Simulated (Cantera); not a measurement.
Charge: 1 mol Fe₂O₃, 3.9 mol HCl, 54 mol N₂, held at 0.00133 bar.

Method: chemical equilibrium by Gibbs-energy minimisation in Cantera with the NASA 1993 tables (ideal gas, pure condensed phases). Candidate condensed phases: Fe, FeCl₂, FeCl₃, FeO, Fe(OH)₂, Fe(OH)₃, Fe₂O₃, Fe₃O₄, H₂O, NH₄Cl; 37 gas species. Mutual solubility and eutectic melting of coexisting phases are not modelled. The tables' stoichiometric FeO is somewhat more stable than real wüstite, so its field is too wide. FeO: taken at fixed stoichiometry. Rates play no part.

x: gas mole fraction; n: condensed amount in mol.

| T (K) | x N₂ | x HCl | x H₂O | x FeCl₂ | x Cl | x O₂ | n Fe₃O₄(s) | n FeO(l) |
|---|---|---|---|---|---|---|---|---|
| 1273 | 0.929 | 0.0535 | 0.00680 | 0.00563 | 0.00212 | 0.00322 | 0.557 | 0 |
| 1323 | 0.928 | 0.0504 | … | … | … | 0.00333 | 0.531 | 0 |
| 1373 | 0.928 | 0.0472 | 0.00992 | 0.00836 | 0.00304 | 0.00344 | 0.504 | 0 |
| 1423 | 0.928 | 0.0439 | … | … | … | 0.00353 | 0.477 | 0 |
| 1473 | 0.927 | 0.0406 | 0.0132 | 0.0112 | 0.00406 | 0.00362 | 0.450 | 0 |
| 1523 | 0.927 | 0.0373 | 0.0148 | 0.0125 | 0.00459 | 0.00368 | 0.424 | 0 |
| 1573 | 0.926 | 0.0343 | 0.0162 | 0.0138 | 0.00513 | 0.00373 | 0.399 | 0 |
| 1623 | 0.926 | 0.0313 | 0.0176 | 0.0149 | 0.00566 | 0.00376 | 0.376 | 0 |
| 1673 | 0.926 | 0.0286 | 0.0189 | 0.0160 | 0.00619 | 0.00378 | 0.355 | 0 |
| 1723 | 0.925 | 0.0262 | 0.0199 | 0.0168 | 0.00693 | 0.00421 | 0.277 | 0.180 |
| 1773 | 0.922 | 0.0252 | 0.0200 | 0.0163 | 0.00879 | 0.00599 | 0 | 1.04 |
| 1823 | 0.921 | 0.0245 | 0.0200 | 0.0160 | 0.0101 | 0.00573 | 0 | 1.03 |

### Question
Some entries are withheld; supply them.

### Answer

- 1423, x H₂O: 0.0116
- 1423, x FeCl₂: 0.00977
- 1423, x Cl: 0.00354
- 1323, x H₂O: 0.00831
- 1323, x FeCl₂: 0.00697
- 1323, x Cl: 0.00257
